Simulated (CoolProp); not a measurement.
Vapour-liquid equilibrium of cyclohexane (1) + n-dodecane (2) at 98.85 °C; x and y are mole fractions of (1).

Computed with CoolProp (multi-fluid Helmholtz-energy mixture model, Zhou 2014 and Lemmon 2004; pair parameters Bell 2016).

```json
[
 {"x": "0.05", "bubble pressure, mixture model (bar)": "0.08605", "bubble pressure, Raoult's law (bar)": "0.1030", "y, mixture model": "0.786", "y, Raoult's law": "0.823"},
 {"x": "0.125", "bubble pressure, mixture model (bar)": "0.1904", "bubble pressure, Raoult's law (bar)": "0.2286", "y, mixture model": "0.910", "y, Raoult's law": "0.927"},
 {"x": "0.2", "bubble pressure, mixture model (bar)": "0.3001", "bubble pressure, Raoult's law (bar)": "0.3543", "y, mixture model": "0.948", "y, Raoult's law": "0.957"},
 {"x": "0.275", "bubble pressure, mixture model (bar)": "0.4152", "bubble pressure, Raoult's law (bar)": "0.4799", "y, mixture model": "0.965", "y, Raoult's law": "0.971"},
 {"x": "0.35", "bubble pressure, mixture model (bar)": "0.5355", "bubble pressure, Raoult's law (bar)": "0.6056", "y, mixture model": "0.976", "y, Raoult's law": "0.979"},
 {"x": "0.425", "bubble pressure, mixture model (bar)": "0.6605", "bubble pressure, Raoult's law (bar)": "0.7312", "y, mixture model": "0.983", "y, Raoult's law": "0.985"},
 {"x": "0.5", "bubble pressure, mixture model (bar)": "0.7897", "bubble pressure, Raoult's law (bar)": "0.8569", "y, mixture model": "0.987", "y, Raoult's law": "0.989"},
 {"x": "0.575", "bubble pressure, mixture model (bar)": "0.9221", "bubble pressure, Raoult's law (bar)": "0.9825", "y, mixture model": "0.991", "y, Raoult's law": "0.992"},
 {"x": "0.65", "bubble pressure, mixture model (bar)": "1.057", "bubble pressure, Raoult's law (bar)": "1.108", "y, mixture model": "0.993", "y, Raoult's law": "0.994"},
 {"x": "0.725", "bubble pressure, mixture model (bar)": "1.194", "bubble pressure, Raoult's law (bar)": "1.234", "y, mixture model": "0.995", "y, Raoult's law": "0.996"},
 {"x": "0.8", "bubble pressure, mixture model (bar)": "1.331", "bubble pressure, Raoult's law (bar)": "1.359", "y, mixture model": "0.997", "y, Raoult's law": "0.997"},
 {"x": "0.875", "bubble pressure, mixture model (bar)": "1.468", "bubble pressure, Raoult's law (bar)": "1.485", "y, mixture model": "0.998", "y, Raoult's law": "0.998"},
 {"x": "0.95", "bubble pressure, mixture model (bar)": "1.605", "bubble pressure, Raoult's law (bar)": "1.611", "y, mixture model": "0.999", "y, Raoult's law": "0.999"}
]
```

The largest gap from Raoult's law is -16.7 % in bubble pressure, at x = 0.125. No azeotrope shows between x = 0.05 and 0.95.

Pair parameters are fitted to limited data, so mixtures are less certain than the pure fluids.
